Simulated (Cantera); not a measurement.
An adiabatic, constant-volume homogeneous reactor starts with 3.33 % CH4, 19.0 % O2, 71.6 % N2, 6.00 % H2O, equivalence ratio 0.35, at 1775 K and 1.00 atm.

Cantera simulation using GRI-Mech 3.0 (53 species, 325 reactions); the numbers are that mechanism's predictions, not measurements.

Predict: time of steepest temperature rise; temperature at 2.00 s; equilibrium temperature; x(O2) at 2.00 s; x(H2O) at 2.00 s; x(CO2) at 2.00 s.


```json
{
  "time_of_steepest_temperature_rise": "0.115 ms",
  "temperature at 2.00 s": "2472 K",
  "equilibrium_temperature": "2472 K",
  "x(O2) at 2.00 s": "0.113 (gas-phase equilibrium 0.113)",
  "x(H2O) at 2.00 s": "0.118 (gas-phase equilibrium 0.118)",
  "x(CO2) at 2.00 s": "0.0306 (gas-phase equilibrium 0.0306)"
}
```
